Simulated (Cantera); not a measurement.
Charge: 1 mol Si3N4, a varied amount of O2, 3.8 mol N2, held at 1025 K and 0.000850 bar.

These are equilibrium values from Cantera (NASA tables, ideal gas, pure condensed phases), not measurements of a reactor. Candidate condensed phases: Si, SiO2, Si2N2O, Si3N4; 16 gas species. Mutual solubility and eutectic melting of coexisting phases are not modelled. The numbers say what is thermodynamically allowed, not how fast it happens.

Which condensed phases are stable at each of these points (n(O2) (mol)): 0.093, 0.13, 0.18, 0.25, 0.36, 0.5, 0.7, 0.98, 1.4, 1.9, 2.7?


| n(O2) (mol) | condensed phases | Si condensed (%) |
|---|---|---|
| 0.093 | Si2N2O(s) + Si3N4(s) | 100.0 |
| 0.13 | Si2N2O(s) + Si3N4(s) | 100.0 |
| 0.18 | Si2N2O(s) + Si3N4(s) | 100.0 |
| 0.25 | Si2N2O(s) + Si3N4(s) | 100.0 |
| 0.36 | Si2N2O(s) + Si3N4(s) | 100.0 |
| 0.5 | Si2N2O(s) + Si3N4(s) | 100.0 |
| 0.7 | Si2N2O(s) + Si3N4(s) | 100.0 |
| 0.98 | SiO2(β-quartz) + Si2N2O(s) | 100.0 |
| 1.4 | SiO2(β-quartz) + Si2N2O(s) | 100.0 |
| 1.9 | SiO2(β-quartz) + Si2N2O(s) | 100.0 |
| 2.7 | SiO2(β-quartz) + Si2N2O(s) | 100.0 |

From 0.093 mol O2 to 0.7 mol O2 the condensed part is Si2N2O(s) + Si3N4(s). From 0.98 mol O2 to 2.7 mol O2 the condensed part is SiO2(β-quartz) + Si2N2O(s).
